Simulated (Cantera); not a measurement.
# Tantalum, niobium, vanadium and zirconium in process gases: V + N₂O

Feed: 1 mol V, 1.8 mol N₂O, equilibrated at 1873.15 K.

Method: chemical equilibrium by Gibbs-energy minimisation in Cantera with the NASA 1993 tables (ideal gas, pure condensed phases). Candidate condensed phases: V, VN, VO, V₂O₃, V₂O₄, V₂O₅; 13 gas species. Mutual solubility and eutectic melting of coexisting phases are not modelled. Condensed phases not in the tables: the oxides between V₂O₃ and V₂O₅ other than VO₂. Equilibrium is a limit: real reactors are often held back by kinetics, nucleation or transport.

At 0.100 Pa nothing is condensed. From 0.750 Pa to 42.0 Pa the condensed part is V₂O₃(s). From 3.20 mbar to 10.0 bar the condensed part is V₂O₃(s) + V₂O₄(l). The main V-bearing gas is VO₂ throughout.

| P (Pa) | x N₂ | x VO₂ | x VO | x O₂ | n V₂O₃(s) | n V₂O₄(l) |
|---|---|---|---|---|---|---|
| 0.100 | 0.643 | 0.287 | 0.0691 | 1.45e-6 | 0 | 0 |
| 0.750 | 0.711 | 0.263 | 0.0260 | 1.15e-6 | 0.133 | 0 |
| 5.60 | 0.751 | 0.248 | 0.000495 | 0.000375 | 0.203 | 0 |
| 42 | 0.812 | 0.158 | 1.38e-5 | 0.0263 | 0.325 | 0 |
| 320 | 0.949 | 0.0311 | 1.21e-6 | 0.0174 | 0.270 | 0.201 |
| 2400 | 0.993 | 0.00414 | 1.61e-7 | 0.00232 | 0.210 | 0.287 |
| 18000 | 0.999 | 0.000553 | 2.15e-8 | 0.000309 | 0.202 | 0.298 |
| 130000 | 1.000 | 7.65e-5 | 2.97e-9 | 4.27e-5 | 0.200 | 0.300 |
| 1000000 | 1.000 | 9.95e-6 | 3.87e-10 | 5.56e-6 | 0.200 | 0.300 |
x: gas mole fraction; n: condensed amount in mol.
